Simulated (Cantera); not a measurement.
Feed: 1 mol BF₃, 9 mol O₂, held at 3.60 mbar.

These are equilibrium values from Cantera (NASA tables, ideal gas, pure condensed phases), not measurements of a reactor. Candidate condensed phases: B, B₂O₃; 21 gas species. Kinetics and transport are ignored.

Question: At 1800 K, list the 4 most abundant gas species with their mole fractions, and the condensed phases.

Answer: O₂ 0.893, BF₃ 0.0969, F 0.00520, BOF 0.00258. Condensed: gas only.
